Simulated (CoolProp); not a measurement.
The fluid at 347.72 K and 0.0993 MPa expands adiabatically to 0.0126 MPa with isentropic efficiency 0.8. The same conditions are run with several fluids, on thermodynamics alone (safety and materials aside).

Computed with CoolProp (reference Helmholtz-energy equation of state of each fluid (tetrahydrofuran: Fiedler 2023; R152A: Outcalt 1996; R1224YDZ: Akasaka 2023; R13: Platzer 1990; R123: Younglove 1994)). The equations of Platzer and Polt are older, rougher fits.

| fluid | work (kJ/kg) | final temperature (K) | final density (kg/m³) |
|---|---|---|---|
| tetrahydrofuran | ? | ? | 0.373 |
| R152A | 63.7 | 286.6 | 0.350 |
| R1224YDZ | ? | 309.6 | 0.730 |
| R13 | ? | ? | 0.554 |
| R123 | 28.4 | 305.4 | ? |

Question: Some entries are withheld; supply them.

Answer: 
- tetrahydrofuran, work (kJ/kg): 59.0
- tetrahydrofuran, final temperature (K): 294.4
- R1224YDZ, work (kJ/kg): 29.6
- R13, work (kJ/kg): 40.4
- R13, final temperature (K): 286.1
- R123, final density (kg/m³): 0.762
